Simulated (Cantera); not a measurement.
Input: 1 mol Si(CH3)4, 480 mol H2, held at 0.0170 bar.

These are equilibrium values from Cantera (NASA tables, ideal gas, pure condensed phases), not measurements of a reactor. Candidate condensed phases: C, C6H6, C7H8, C8H18, Si, SiC; 87 gas species. Gases not in the tables: Si2H6 and higher silanes. Rates play no part.

Question: What share of the Si ends up in condensed phases as a function of T (K), at 1473, 1573, 1673, 1773, 1873, 1973, 2073?

Answer: 
| T (K) | Si condensed (%) | as |
|---|---|---|
| 1473 | 100.0 | SiC(s) |
| 1573 | 100.0 | SiC(s) |
| 1673 | 100.0 | SiC(s) |
| 1773 | 99.8 | SiC(s) |
| 1873 | 98.9 | SiC(s) |
| 1973 | 94.5 | SiC(s) |
| 2073 | 74.7 | SiC(s) |
